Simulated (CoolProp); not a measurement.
Properties of sulfur dioxide along the isotherm 525 K (Tc = 430.6 K, pc = 78.87 bar, ω = 0.256).

Model: reference Helmholtz-energy equation of state, Gao 2016, in CoolProp.

| p (bar) | phase | Z | speed of sound (m/s) | Joule-Thomson coefficient (K/MPa) | expansivity (1/kK) |
|---|---|---|---|---|---|
| 0.374 | gas | 0.9992 | 287.4 | 7.538 | 1.911 |
| 0.709 | gas | 0.9985 | 287.3 | 7.538 | 1.916 |
| 1.34 | gas | 0.9971 | 287.1 | 7.537 | 1.926 |
| 2.55 | gas | 0.9945 | ? | 7.535 | 1.945 |
| 4.83 | gas | 0.9896 | 285.9 | 7.530 | 1.982 |
| 9.16 | gas | 0.9801 | ? | 7.521 | 2.054 |
| 17.4 | gas | 0.9619 | 281.6 | 7.498 | ? |
| 32.9 | gas | ? | 276.4 | ? | 2.512 |
| 62.4 | gas | 0.8584 | 267.0 | ? | 3.271 |
| 118 | supercritical | 0.7259 | 255.1 | 6.226 | 5.503 |

Question: What belongs in the gaps?

Answer: 
- 2.55, speed of sound (m/s): 286.7
- 9.16, speed of sound (m/s): 284.4
- 17.4, expansivity (1/kK): 2.200
- 32.9, Z: 0.9270
- 32.9, Joule-Thomson coefficient (K/MPa): 7.433
- 62.4, Joule-Thomson coefficient (K/MPa): 7.204
